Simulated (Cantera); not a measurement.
A freely propagating, adiabatic, planar premixed flame of 8.79 % CH4, 0.378 % H2, 18.3 % O2, 68.9 % N2, 3.61 % H2O, equivalence ratio 0.97, unburnt at 450 K and 1200 Torr; multicomponent+Soret transport, grid criteria slope 0.08 and curve 0.16, no radiation.

Cantera simulation using GRI-Mech 3.0 (53 species, 325 reactions); the numbers are that mechanism's predictions, not measurements. Burning velocities carry a grid error of a few per cent, more on coarse grids.

Task: Predict: laminar burning velocity; thermal thickness; peak x(C2H6); peak x(OH).

Result: 
```json
{
 "laminar_burning_velocity": "55.5 cm/s",
 "thermal_thickness": "0.305 mm",
 "peak x(C2H6)": "0.000807",
 "peak x(OH)": "0.00774"
}
```
